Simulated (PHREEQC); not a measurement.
Dissolve 0.00061 mol HF, 4.6e-05 mol NH4HF2 and 0.0012 mol (NH4)2SiF6 per kg of water at 25 °C. Closed to the air; pH follows from the charge balance.

All values are PHREEQC results (ion-association model, wateq4f.dat), not measurements.

Task: The ionic strength comes out as 0.00400 mol/kgw. What activity coefficients do H+, NH4+, SiF6-2, F-, HF2- get?

Result: H+ 0.94, NH4+ 0.93, SiF6-2 0.76, F- 0.93, HF2- 0.93.

This is a speciation only: nothing precipitates in the calculation. The solution is supersaturated, for example in Quartz (slow to form), Chalcedony (slow to form), so a real one may precipitate; this is no full list. SiF6-2 is the database's only silicon fluoride.
